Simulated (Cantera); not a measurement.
**Diamond growth**

A diamond (100) surface in a fixed gas of H2 with x(CH4) = 0.0065, x(H) = 0.012, at 998 K, 21.8 Torr; coverages are run to steady state.

Cantera simulation using the Harris–Goodwin 1993 mechanism for the reconstructed diamond (100) surface; the numbers are that mechanism's predictions, not measurements.

| x(CH3) | growth (µm/h) | θ c6HH | θ c6H* | θ c6*H | θ c6** | θ c6HM |
|---|---|---|---|---|---|---|
| 1e-06 | 0.0149 | 0.599 | 0.0182 | 0.374 | 0.00965 | 4.48e-5 |
| 2.3e-06 | 0.0343 | 0.599 | 0.0182 | 0.373 | 0.00965 | 0.000103 |
| 5.2e-06 | 0.0774 | 0.598 | 0.0182 | 0.373 | 0.00965 | 0.000233 |
| 1.2e-05 | 0.179 | 0.598 | 0.0182 | 0.373 | 0.00964 | 0.000537 |
| 2.7e-05 | 0.402 | 0.598 | 0.0182 | 0.373 | 0.00963 | 0.00121 |
| 6.2e-05 | 0.920 | 0.596 | 0.0181 | 0.372 | 0.00960 | 0.00277 |
| 0.00014 | 2.07 | 0.594 | 0.0181 | 0.370 | 0.00954 | 0.00621 |
| 0.00032 | 4.66 | 0.587 | 0.0179 | 0.366 | 0.00940 | 0.0140 |
| 0.00073 | 10.3 | 0.574 | 0.0174 | 0.357 | 0.00909 | 0.0311 |
θ: site fractions in the mechanism's names (c6HH fully hydrogenated, c6H* and c6*H radical sites, c6** diradical, c6HM methylated).
